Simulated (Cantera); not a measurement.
Charge: 1 mol SiCl4, 1.3 mol Cl2, 10 mol H2, equilibrated at 0.720 bar.

Equilibrium computed with Cantera from the NASA thermochemical tables; the gas is ideal and each condensed phase is pure. Candidate condensed phases: Si; 19 gas species. The tables' values for SiCl3 are old estimates; treat these amounts as uncertain. Kinetics and transport are ignored. All values below are at 1373 K.

Base state: H2 0.680, HCl 0.239, SiCl4 0.0565, SiHCl3 0.0102, SiCl3 0.00814, SiCl2 0.00542, SiH2Cl2 0.000271 (mole fractions); condensed: gas only.

**Question.** What changes in the equilibrium state with this change: H2 from 10 to 0.39 mol?

**Answer.** 
```csv
species,before,after
SiCl4,0.0565,0.369
Cl2,1.21e-9,0.328
HCl,0.239,0.288
H2,0.680,3.64e-9
SiHCl3,0.0102,<1e-9
Cl,9.42e-7,0.0155
SiCl2,0.00542,<1e-9
SiH2Cl2,0.000271,<1e-9
SiCl3,0.00814,3.23e-6
```

**Question.** What changes in the equilibrium state with this change: pressure from 0.720 bar to 1.20 bar?

**Answer.** 
```csv
species,before,after
H2,0.680,0.684
HCl,0.239,0.235
SiCl4,0.0565,0.0593
SiHCl3,0.0102,0.0109
SiCl2,0.00542,0.00354
SiCl3,0.00814,0.00674
SiH2Cl2,0.000271,0.000297
```
